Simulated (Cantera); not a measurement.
A Cantera script and what it prints.

```python
import numpy as np
import cantera as ct

gas_names = """
    C CH CH2 CH3 CH2OH CH3O CH4 CH3OH CO CO2 COOH C2 C2H CHCO,ketyl C2H2,acetylene C2H2,vinylidene
    CH2CO,ketene C2H3,vinyl CH3CO,acetyl C2H4 C2H4O,ethylen CH3CHO,ethanal CH3COOH (HCOOH)2 C2H5 C2H6
    CH3OCH3 C2H5OH C2O C3 C3H3,propargyl C3H4,allene C3H4,propyne C3H4,cyclo- C3H5,allyl C3H6,propylene
    C3H6,cyclo- C3H6O C3H7,n-propyl C3H7,i-propyl C3H8 C3H8O,1propanol C3H8O,2propanol C3O2 C4 C4H2
    C4H4,1,3-cyclo- C4H6,butadiene C4H6,2-butyne C4H6,cyclo- C4H8,1-butene C4H8,cis2-buten
    C4H8,tr2-butene C4H8,isobutene C4H8,cyclo- (CH3COOH)2 C4H9,n-butyl C4H9,i-butyl C4H9,s-butyl
    C4H9,t-butyl C4H10,isobutane C4H10,n-butane C5 C5H6,1,3cyclo- C5H8,cyclo- C5H10,1-pentene
    C5H10,cyclo- C5H11,pentyl C5H11,t-pentyl C5H12,n-pentane C5H12,i-pentane CH3C(CH3)2CH3 C6H2
    C6H5,phenyl C6H5O,phenoxy C6H6 C6H5OH,phenol C6H10,cyclo- C6H12,1-hexene C6H12,cyclo- C6H13,n-hexyl
    C7H7,benzyl C7H8 C7H8O,cresol C7H14,1-heptene C7H15,n-heptyl C7H16,n-heptane C8H8,styrene
    C8H10,ethylbenz C8H16,1-octene C8H17,n-octyl C8H18,isooctane C8H18,n-octane C9H19,n-nonyl
    C10H8,naphthale C10H21,n-decyl C12H9,o-bipheny C12H10,bipheny H HCO HO2 H2 HCHO,formaldehy HCOOH H2O
    H2O2 Mg MgH MgO MgOH MgO2H2 Mg2 O OH O2 O3
""".split()
cond_names = """
    C(gr) C6H6(L) C7H8(L) C8H18(L),n-octa H2O(s) H2O(L) Mg(cr) Mg(L) MgCO3(s) MgO(s) MgO(L) MgO2H2(s)
""".split()


def load(file, names, dense=False):
    # The tables refer to 1 bar. Condensed volumes are neglected.
    table = {s.name: s for s in ct.Species.list_from_file(file)}
    out = []
    for n in names:
        d = dict(table[n].input_data)
        d["thermo"] = dict(d["thermo"], **{"reference-pressure": 1e5})
        if dense:
            d["equation-of-state"] = {"model": "constant-volume", "density": "1e6 g/cm^3"}
        out.append(ct.Species.from_dict(d))
    return out


gas = ct.Solution(thermo="ideal-gas", species=load("nasa_gas.yaml", gas_names))
cond = {s.name: ct.Solution(thermo="fixed-stoichiometry", species=[s], name=s.name)
        for s in load("nasa_condensed.yaml", cond_names, dense=True)}
atoms = {
    'MgO': {'Mg': 1, 'O': 1},
    'CH4': {'C': 1, 'H': 4},
    'H2': {'H': 2},
    'CO': {'C': 1, 'O': 1},
}
top_T = {'C(gr)': 4500}  # K; cautious upper limits of use, not melting points


def equilibrate(T, P, feed):
    n = {}
    for name, mol in feed.items():
        for a, k in atoms[name].items():
            n[a] = n.get(a, 0.0) + k * mol
    gas.TPX = T, P, n
    mass = sum(n.values()) * gas.mean_molecular_weight
    gas.equilibrate("TP")
    valid = [c for c in cond.values() if c.min_temp <= T <= top_T.get(c.name, c.max_temp)]
    mix = ct.Mixture([(gas, mass / gas.mean_molecular_weight)] + [(c, 0.0) for c in valid])
    mix.T, mix.P = T, P
    mix.equilibrate("TP", solver="vcs", rtol=1e-11, max_steps=5000)
    return mix


results = []
feed = {'MgO': 1, 'CH4': 1.7, 'H2': 0.45, 'CO': 3.8}  # mol
P = 1333.22  # Pa
for T in [1823, 1873, 1923, 1973, 2023, 2073, 2123, 2173, 2223, 2273, 2323, 2373, 2423, 2473]:
    mix = equilibrate(T, P, feed)
    results.append((T, P, feed, dict(zip(mix.species_names, mix.species_moles))))

top = {s: max(r[3][s] / sum(r[3][g] for g in gas_names) for r in results) for s in gas_names}
cols = sorted((s for s in top if top[s] > 1e-06), key=lambda s: -top[s])[:7]
seen = [c for c in cond_names if any(r[3].get(c, 0) > 1e-12 for r in results)]
print("log10 of partial pressures in bar; condensed amounts in mol")
print(f"{'T/K':>10s}" + "".join(f"{s[:9]:>10s}" for s in cols + seen))
for T, P, feed, n in results:
    ng = sum(n[g] for g in gas_names)
    print(f"{T:10.4g}" + "".join(f"{np.log10(max(n[s] / ng * P / 1e5, 1e-99)):10.3f}" for s in cols)
          + "".join(f"{n.get(c, 0):10.4g}" for c in seen))
```

Output:

```
log10 of partial pressures in bar; condensed amounts in mol
       T/K        CO        H2         H        Mg C2H2,acet       MgH       C2H     C(gr)
      1823    -2.179    -2.276    -4.501    -2.861    -5.951    -5.859   -10.192    0.6984
      1873    -2.179    -2.277    -4.329    -2.861    -5.783    -5.844    -9.763    0.6976
      1923    -2.179    -2.278    -4.165    -2.861    -5.624    -5.831    -9.357    0.6965
      1973    -2.180    -2.280    -4.010    -2.862    -5.474    -5.818    -8.971    0.6951
      2023    -2.181    -2.283    -3.863    -2.862    -5.332    -5.806    -8.606    0.6932
      2073    -2.181    -2.286    -3.723    -2.863    -5.197    -5.796    -8.258    0.6907
      2123    -2.183    -2.290    -3.590    -2.864    -5.071    -5.787    -7.928    0.6875
      2173    -2.184    -2.295    -3.464    -2.866    -4.951    -5.780    -7.614    0.6835
      2223    -2.186    -2.302    -3.344    -2.868    -4.839    -5.774    -7.315    0.6785
      2273    -2.188    -2.311    -3.231    -2.870    -4.734    -5.770    -7.030    0.6724
      2323    -2.191    -2.322    -3.124    -2.873    -4.637    -5.768    -6.759    0.6651
      2373    -2.194    -2.335    -3.022    -2.876    -4.546    -5.768    -6.501    0.6564
      2423    -2.198    -2.351    -2.927    -2.880    -4.462    -5.771    -6.255    0.6461
      2473    -2.203    -2.371    -2.837    -2.885    -4.387    -5.776    -6.022    0.6342
```

Method: chemical equilibrium by Gibbs-energy minimisation in Cantera with the NASA 1993 tables (ideal gas, pure condensed phases). The tables' values for MgH are old estimates; treat these amounts as uncertain.
